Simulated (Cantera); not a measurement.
A closed system holds: 1 mol borazine, 0.63 mol H2O, 0.18 mol N2, equilibrated at 1773.15 K.

Cantera equilibrium calculation (NASA polynomials, part measured and part estimated; ideal gas, pure solids and liquids). Candidate condensed phases: B, BN, B2O3, B3O3H3, H2O; 39 gas species. The feed counts by its element totals alone. Mutual solubility and eutectic melting of coexisting phases are not modelled. Rates play no part.

**Question.** What share of the B ends up in condensed phases as a function of P (Pa), at 10, 28, 77, 220, 600, 1700, 4600, 13000, 36000, 100000?

**Answer.** 
| P (Pa) | B condensed (%) | as |
|---|---|---|
| 10 | 79.0 | BN(s) |
| 28 | 79.1 | BN(s) |
| 77 | 79.5 | BN(s) |
| 220 | 80.2 | BN(s) |
| 600 | 81.3 | BN(s) |
| 1700 | 82.8 | BN(s) |
| 4600 | 84.2 | BN(s) |
| 13000 | 87.6 | BN(s) + B2O3(l) |
| 36000 | 94.2 | BN(s) + B2O3(l) |
| 100000 | 97.0 | BN(s) + B2O3(l) |
